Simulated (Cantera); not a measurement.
What does this Cantera script print?

```python
import numpy as np
import cantera as ct

gas = ct.Solution("gri30.yaml")
gas.TPX = 373, 101325, {'CO': 1, 'H2': 0.19, 'O2': 1.06, 'N2': 3.99, 'CO2': 0.37}
inlet = ct.Reservoir(gas, clone=True)
gas.equilibrate("HP")  # start burning
reactor = ct.IdealGasConstPressureReactor(gas, energy="on", clone=False)
exhaust = ct.Reservoir(gas, clone=True)
tau = [0.14, 0.065, 0.03, 0.014, 0.0065, 0.003, 0.0014, 0.00065, 0.0003, 0.00014, 6.6e-05, 3.1e-05][0]
for a, b in ((inlet, reactor), (reactor, exhaust)):
    ct.MassFlowController(a, b, mdot=lambda t: reactor.mass / tau)
net = ct.ReactorNet([reactor])
show = ['CO', 'H2', 'O2', 'OH', 'N2O']

rows = []
print(f"{'tau/s':>10s}{'T/K':>9s}" + "".join(f"{s:>11s}" for s in show))
for tau in [0.14, 0.065, 0.03, 0.014, 0.0065, 0.003, 0.0014, 0.00065, 0.0003, 0.00014, 6.6e-05, 3.1e-05]:
    net.initial_time = 0.0
    net.advance(30 * tau)
    before = gas.X
    net.advance(40 * tau)
    drift = np.max(np.abs(gas.X - before) / (gas.X + 1e-9))
    rows.append([gas.T, *gas[show].X, drift])
    print(f"{tau:10.3e}{gas.T:9.1f}" + "".join(f"{x:11.3e}" for x in gas[show].X))
```

It prints:

```
     tau/s      T/K         CO         H2         O2         OH        N2O
 1.400e-01   1790.1  2.412e-03  7.856e-05  7.793e-02  1.020e-03  6.916e-07
 6.500e-02   1777.4  3.839e-03  1.252e-04  7.842e-02  1.265e-03  7.589e-07
 3.000e-02   1758.0  6.029e-03  1.976e-04  7.920e-02  1.545e-03  7.514e-07
 1.400e-02   1729.8  9.183e-03  3.032e-04  8.034e-02  1.835e-03  6.902e-07
 6.500e-03   1689.4  1.364e-02  4.536e-04  8.198e-02  2.104e-03  6.051e-07
 3.000e-03   1633.1  1.979e-02  6.579e-04  8.434e-02  2.292e-03  5.171e-07
 1.400e-03   1555.9  2.837e-02  9.177e-04  8.786e-02  2.299e-03  4.375e-07
 6.500e-04   1433.3  4.354e-02  1.291e-03  9.489e-02  1.915e-03  3.600e-07
 3.000e-04    373.0  1.513e-01  2.874e-02  1.604e-01  9.000e-28  3.211e-20
 1.400e-04    373.0  1.513e-01  2.874e-02  1.604e-01  4.409e-30 -3.945e-24
 6.600e-05    373.0  1.513e-01  2.874e-02  1.604e-01  2.448e-30 -2.492e-25
 3.100e-05    373.0  1.513e-01  2.874e-02  1.604e-01  1.186e-30 -1.574e-26
```

Detailed kinetics in Cantera: GRI-Mech 3.0 (53 species, 325 reactions).
